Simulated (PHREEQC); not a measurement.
Dissolve 0.23 mol/kgw Cd(NO3)2, 0.0056 mol/kgw Pb(NO3)2, 0.0041 mol/kgw Fe(NO3)3 and 0.00011 mol/kgw AgF at 25 °C. Closed to the air; pH follows from the charge balance.

The numbers come from PHREEQC with the ion-association model, wateq4f.dat.

This is a speciation only: nothing precipitates in the calculation.

Task: What pH does the model give?

Result: pH 2.68.

Task: In which forms is Fe present?

Result: FeOH+2 41 %, Fe+3 33 %, Fe2(OH)2+4 17 %, Fe3(OH)4+5 4.2 %, FeF+2 2.7 %, Fe(OH)2+ 1.9 % of the Fe.

Saturation is exceeded, for instance for Hematite (slow to form), Goethite (slow to form); the values hold only as long as no solid forms. Complexes and solids missing from the database can't appear. Fluoro complexes past AlF4- and FeF3 are missing from the database.
